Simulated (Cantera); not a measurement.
A closed system holds: 1 mol MgCO3, 1.8 mol O2, 0.22 mol H2S, held at 975 K and 1.00 bar.

These are equilibrium values from Cantera (NASA tables, ideal gas, pure condensed phases), not measurements of a reactor. Candidate condensed phases: C, C6H6, C7H8, C8H18, H2O, H2SO4, Mg, MgCO3, MgO, Mg(OH)2, MgS, MgSO4, S; 130 gas species. Equilibrium is a limit: real reactors are often held back by kinetics, nucleation or transport.

Base state: O2 0.527, CO2 0.388, H2O 0.0853 (mole fractions); condensed: MgO(s) + MgSO4(s).

Task: What changes in the equilibrium state with this change: temperature from 975 K to 1498 K?

Result: 
| species | before | after |
|---|---|---|
| O2 | 0.527 | 0.505 |
| CO2 | 0.388 | 0.344 |
| H2O | 0.0853 | 0.0756 |
| SO2 | 1.22e-6 | 0.0737 |
| OH | 8.09e-8 | 8.32e-5 |
| SO3 | 2.16e-6 | 0.00198 |
| MgO(s), mol | 0.780 | 1.00 |
| MgSO4(s), mol | 0.220 | 0 |
